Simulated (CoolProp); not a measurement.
Vapour-liquid equilibrium of R125 (1) + R236FA (2) at 287.8 K; x and y are mole fractions of (1).

Model: multi-fluid Helmholtz-energy mixture model, Lemmon 2005 and Pan 2012; pair parameters Bell 2016, in CoolProp.

```
x     bubble pressure, mixture model (MPa)  bubble pressure, Raoult's law (MPa)  y, mixture model  y, Raoult's law
----  ------------------------------------  -----------------------------------  ----------------  ---------------
0.05                                0.2280                               0.2321             0.197            0.224
0.2                                    [?]                               0.3595             0.531            0.578
0.35                                0.4637                               0.4869               [?]            0.747
0.5                                    [?]                               0.6143               [?]            0.846
0.65                                0.7137                               0.7416               [?]            0.910
0.8                                 0.8471                               0.8690             0.940            0.956
0.95                                   [?]                               0.9964               [?]            0.990
```

**Question.** Complete the blanks.

**Answer.** 
- 0.2, bubble pressure, mixture model (MPa): 0.3445
- 0.35, y, mixture model: 0.702
- 0.5, bubble pressure, mixture model (MPa): 0.5864
- 0.5, y, mixture model: 0.809
- 0.65, y, mixture model: 0.883
- 0.95, bubble pressure, mixture model (MPa): 0.9890
- 0.95, y, mixture model: 0.986

The largest gap from Raoult's law is -4.8 % in bubble pressure, at x = 0.35. No azeotrope shows between x = 0.05 and 0.95.

The pair parameters rest on a limited set of measurements; away from them the model extrapolates.
